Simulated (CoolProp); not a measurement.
Model: reference Helmholtz-energy equation of state, Thol 2022, in CoolProp.

### Question
For vinyl chloride, give the phase and the expansivity (1/kK), fugacity coefficient at 116.55 °C and 4930 kPa.

### Answer
- 116.55 °C and 4930 kPa: liquid; expansivity 4.96, fugacity coefficient 0.505
